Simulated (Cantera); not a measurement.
A closed system holds: 1 mol HF, 0.031 mol SO₂, 0.13 mol H₂, at 2952 °C and 2.20 mbar.

Cantera equilibrium calculation (NASA polynomials, part measured and part estimated; ideal gas, pure solids and liquids). The numbers say what is thermodynamically allowed, not how fast it happens.

| species | before | after |
|---|---|---|
| H | 0.398 | 0.352 |
| F | 0.264 | 0.239 |
| HF | 0.283 | 0.227 |
| O | 0.0331 | 0.116 |
| S | 0.0167 | 0.0581 |
| SO₂ | 3.98e-7 | 1.70e-5 |
| O₂ | 4.47e-5 | 0.000550 |
| SO | 0.000184 | 0.00224 |
| S₂ | 2.83e-6 | 3.41e-5 |
| SF | 5.27e-6 | 1.66e-5 |
| OH | 0.000537 | 0.00167 |
Gas species are given as mole fractions.

Question: Which change was made?
A) temperature from 2952 °C to 600 °C
B) temperature from 2952 °C to 2000 °C
C) temperature from 2952 °C to 375 °C
D) SO₂ from 0.031 to 0.13 mol

Answer: D, SO₂ from 0.031 to 0.13 mol
